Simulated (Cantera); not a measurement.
Feed: 1 mol Si, 0.26 mol H2O, 6.1 mol H2, equilibrated at 1250 K.

Method: chemical equilibrium by Gibbs-energy minimisation in Cantera with the NASA 1993 tables (ideal gas, pure condensed phases). Candidate condensed phases: H2O, Si, SiO2; 18 gas species. Mutual solubility and eutectic melting of coexisting phases are not modelled. The tables hold silica as quartz up to 1696 K and as liquid above; real silica turns to tridymite and cristobalite and melts near 1996 K. Kinetics and transport are ignored.

Problem. Which condensed phases are stable at each of these points (P (Pa)): 0.100, 1, 10, 100, 1000, 10000, 100000, 1000000?

Solution. 
```
P (Pa)         condensed phases  Si condensed (%)
-------  ----------------------  ----------------
0.100                     Si(s)              74.0
1                         Si(s)              74.0
10       Si(s) + SiO2(β-quartz)              86.1
100      Si(s) + SiO2(β-quartz)              98.6
1000     Si(s) + SiO2(β-quartz)              99.9
10000    Si(s) + SiO2(β-quartz)             100.0
100000   Si(s) + SiO2(β-quartz)             100.0
1000000  Si(s) + SiO2(β-quartz)             100.0
```

From 0.100 Pa to 1.00 Pa the condensed part is Si(s). From 10.0 Pa to 10.0 bar the condensed part is Si(s) + SiO2(β-quartz).
